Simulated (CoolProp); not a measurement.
Vapour pressure (kPa) of R13: the reference equation beside estimates from Tc = 29.9 °C, pc = 3973 kPa, ω = 0.175. Clausius-Clapeyron is anchored at -85.35 °C with a constant enthalpy of vaporisation of 15.79 kJ/mol.

Computed with CoolProp (reference Helmholtz-energy equation of state, Platzer 1990). This equation is an older, rougher fit; its heat capacities, sound speeds and derivatives of the liquid may be far off and weren't checked against measurements.

```tsv
T (°C)	reference	Lee-Kesler	Clausius-Clapeyron	Redlich-Kwong	Soave-Redlich-Kwong	Peng-Robinson
-85.35	81.68	79.51	81.68	(withheld)	79.75	80.95
-73.95	148.5	145.9	(withheld)	199.5	146.0	146.8
-62.65	250.1	247.5	243.0	325.3	247.4	247.0
-51.25	399.0	396.7	386.3	502.3	397.0	394.3
-39.85	606.0	604.1	586.8	738.6	605.9	600.0
-28.55	880.7	878.8	854.6	1040	884.4	874.2
-17.15	1241	1238	(withheld)	(withheld)	1251	1236
-5.85	1694	1691	1652	1883	1712	(withheld)
5.55	2264	2261	2209	2440	2290	2270
```

Problem. Complete the blanks.

Solution. 
- -85.35, Redlich-Kwong: 113.3
- -73.95, Clausius-Clapeyron: 145.7
- -17.15, Clausius-Clapeyron: 1207
- -17.15, Redlich-Kwong: 1421
- -5.85, Peng-Robinson: 1693

Absolute difference from the reference over all 9 rows, mean and median: Lee-Kesler 0.8 and 0.3 %, Clausius-Clapeyron 2.4 and 2.7 %, Redlich-Kwong 22.5 and 21.9 %, Soave-Redlich-Kwong 1.0 and 1.1 %, Peng-Robinson 0.8 and 0.9 %.
